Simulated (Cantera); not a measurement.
Feed: 1 mol Cu, 0.13 mol CO, at 0.0100 bar.

These are equilibrium values from Cantera (NASA tables, ideal gas, pure condensed phases), not measurements of a reactor. Candidate condensed phases: C, Cu, CuO, Cu₂O; 15 gas species. Equilibrium is a limit: real reactors are often held back by kinetics, nucleation or transport.

log p: log10 of the partial pressure in bar; n: condensed amount in mol.

```json
[
 {"T (K)": "1000", "log p CO": "-2.00", "log p CO₂": "-4.25", "log p Cu": "-10.81", "log p Cu₂": "<-14", "n C(graphite)": "…", "n Cu(s)": "1.00", "n Cu(l)": "0"},
 {"T (K)": "1050", "log p CO": "-2.00", "log p CO₂": "-4.67", "log p Cu": "-9.98", "log p Cu₂": "<-14", "n C(graphite)": "…", "n Cu(s)": "1.00", "n Cu(l)": "0"},
 {"T (K)": "1100", "log p CO": "-2.00", "log p CO₂": "-5.05", "log p Cu": "-9.23", "log p Cu₂": "<-14", "n C(graphite)": "…", "n Cu(s)": "1.00", "n Cu(l)": "0"},
 {"T (K)": "1150", "log p CO": "-2.00", "log p CO₂": "-5.40", "log p Cu": "-8.54", "log p Cu₂": "-13.35", "n C(graphite)": "…", "n Cu(s)": "1.00", "n Cu(l)": "0"},
 {"T (K)": "1200", "log p CO": "-2.00", "log p CO₂": "-5.72", "log p Cu": "-7.91", "log p Cu₂": "-12.46", "n C(graphite)": "…", "n Cu(s)": "1.00", "n Cu(l)": "0"},
 {"T (K)": "1250", "log p CO": "-2.00", "log p CO₂": "-6.02", "log p Cu": "-7.33", "log p Cu₂": "-11.64", "n C(graphite)": "0", "n Cu(s)": "1.000", "n Cu(l)": "0"},
 {"T (K)": "1300", "log p CO": "-2.00", "log p CO₂": "-6.29", "log p Cu": "-6.80", "log p Cu₂": "-10.89", "n C(graphite)": "0", "n Cu(s)": "1.000", "n Cu(l)": "0"},
 {"T (K)": "1350", "log p CO": "-2.00", "log p CO₂": "-6.54", "log p Cu": "-6.31", "log p Cu₂": "-10.19", "n C(graphite)": "0", "n Cu(s)": "1.000", "n Cu(l)": "0"},
 {"T (K)": "1400", "log p CO": "-2.00", "log p CO₂": "-6.77", "log p Cu": "-5.87", "log p Cu₂": "-9.58", "n C(graphite)": "0", "n Cu(s)": "0", "n Cu(l)": "1.000"},
 {"T (K)": "1450", "log p CO": "-2.00", "log p CO₂": "-6.98", "log p Cu": "-5.46", "log p Cu₂": "-9.02", "n C(graphite)": "0", "n Cu(s)": "0", "n Cu(l)": "1.000"},
 {"T (K)": "1500", "log p CO": "-2.00", "log p CO₂": "-7.18", "log p Cu": "-5.08", "log p Cu₂": "-8.49", "n C(graphite)": "0", "n Cu(s)": "0", "n Cu(l)": "1.000"}
]
```

Q: Complete the blanks.

A: 
- 1000, n C(graphite): 0.000725
- 1050, n C(graphite): 0.000276
- 1100, n C(graphite): 0.000114
- 1150, n C(graphite): 5.12e-5
- 1200, n C(graphite): 2.46e-5
